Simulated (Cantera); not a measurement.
A perfectly stirred reactor is fed with CH4 : C2H6 : O2 : N2 : H2O = 1 : 0.99 : 4.55 : 17.1 : 7.1 (molar parts), at 1000000 Pa; it is adiabatic with a 450 K inlet, and is followed from long to short residence time, starting on the burning branch (τ in s: 0.14, 0.063, 0.029, 0.013, 0.006, 0.0027, 0.0013, 0.00057, 0.00026, 0.00012, 5.5e-05).

Detailed kinetics in Cantera: GRI-Mech 3.0 (53 species, 325 reactions).

**Question.** Predict: blow-out, bracketed by the residence times tried; x(CH4) at τ = 0.140 s; x(C2H6) at τ = 0.140 s; x(O2) at τ = 0.140 s; x(NO) at τ = 0.140 s; x(O) at τ = 0.140 s; x(CH4) at τ = 2.70 ms; x(C2H6) at τ = 2.70 ms; x(O2) at τ = 2.70 ms; x(NO) at τ = 2.70 ms; x(O) at τ = 2.70 ms.

**Answer.** 
```
Property                                                                         Value
------------------------------------------------  ------------------------------------
blow-out, bracketed by the residence times tried  burning at 0.570 ms, out at 0.260 ms
x(CH4) at τ = 0.140 s                                                         0.000543
x(C2H6) at τ = 0.140 s                                                         6.17e-7
x(O2) at τ = 0.140 s                                                          0.000130
x(NO) at τ = 0.140 s                                                           4.91e-6
x(O) at τ = 0.140 s                                                            9.12e-8
x(CH4) at τ = 2.70 ms                                                          0.00183
x(C2H6) at τ = 2.70 ms                                                         2.60e-5
x(O2) at τ = 2.70 ms                                                           0.00269
x(NO) at τ = 2.70 ms                                                           3.75e-6
x(O) at τ = 2.70 ms                                                            1.99e-6
```
